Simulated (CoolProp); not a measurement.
Saturated liquid density (kg/m³) of ethane: the reference equation beside estimates from Tc = 305.3 K, pc = 4872 kPa, ω = 0.099. Rackett uses Z = 0.29056 − 0.08775 ω.

Computed with CoolProp (reference Helmholtz-energy equation of state, Bücker 2006).

```json
[
 {"T (K)": "153", "reference": "581.7", "Rackett": "578.2", "Redlich-Kwong": "561.4"},
 {"T (K)": "162.8", "reference": "570.3", "Rackett": "567.0", "Redlich-Kwong": "549.9"},
 {"T (K)": "172.6", "reference": "558.5", "Rackett": "555.5", "Redlich-Kwong": "537.7"},
 {"T (K)": "182.5", "reference": "546.4", "Rackett": "543.5", "Redlich-Kwong": "524.6"},
 {"T (K)": "192.3", "reference": "534.0", "Rackett": "531.1", "Redlich-Kwong": "510.8"},
 {"T (K)": "202.2", "reference": "521.1", "Rackett": "518.2", "Redlich-Kwong": "496.0"},
 {"T (K)": "212", "reference": "507.7", "Rackett": "504.8", "Redlich-Kwong": "480.4"},
 {"T (K)": "221.8", "reference": "493.6", "Rackett": "490.8", "Redlich-Kwong": "463.7"},
 {"T (K)": "231.7", "reference": "478.7", "Rackett": "475.9", "Redlich-Kwong": "445.5"},
 {"T (K)": "241.5", "reference": "462.8", "Rackett": "460.1", "Redlich-Kwong": "426.1"},
 {"T (K)": "251.3", "reference": "445.7", "Rackett": "443.1", "Redlich-Kwong": "404.9"},
 {"T (K)": "261.2", "reference": "426.7", "Rackett": "424.3", "Redlich-Kwong": "381.3"},
 {"T (K)": "271", "reference": "405.4", "Rackett": "403.4", "Redlich-Kwong": "355.2"},
 {"T (K)": "280.9", "reference": "380.2", "Rackett": "378.8", "Redlich-Kwong": "324.8"}
]
```

Absolute difference from the reference over all 14 rows, mean and median: Rackett 0.5 and 0.6 %, Redlich-Kwong 6.9 and 5.7 %.
